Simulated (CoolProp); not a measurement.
Properties of CH2F2 (R32) along the isotherm 161.85 °C.

Values from CoolProp's reference Helmholtz-energy equation of state, Tillner-Roth 1997.

```
p (MPa)          phase  density (kg/m³)  cv (kJ/(kg K))  isothermal compressibility (1/MPa)  fugacity coefficient
-------  -------------  ---------------  --------------  ----------------------------------  --------------------
2.22               gas            34.31          0.9166                              0.4845                     …
4.45               gas            74.50          0.9518                              0.2625                0.8704
6.67     supercritical            121.9          0.9877                              0.1912                0.8110
8.9      supercritical            178.8           1.023                              0.1555                     …
11.1     supercritical            244.9           1.052                              0.1308                0.7043
13.3     supercritical            318.1           1.071                              0.1065                0.6583
15.6     supercritical            394.2           1.080                             0.08043                0.6160
17.8     supercritical            459.2           1.081                             0.05923                0.5814
20       supercritical            513.8           1.081                             0.04386                0.5522
22.2     supercritical                …           1.080                             0.03342                0.5277
24.5     supercritical            598.3           1.079                                   …                0.5063
26.7     supercritical                …           1.079                             0.02117                0.4891
28.9     supercritical            657.3           1.079                             0.01765                0.4747
```

Some entries are withheld; supply them.


- 2.22, fugacity coefficient: 0.9336
- 8.9, fugacity coefficient: 0.7552
- 22.2, density (kg/m³): 559.0
- 24.5, isothermal compressibility (1/MPa): 0.02605
- 26.7, density (kg/m³): 630.0
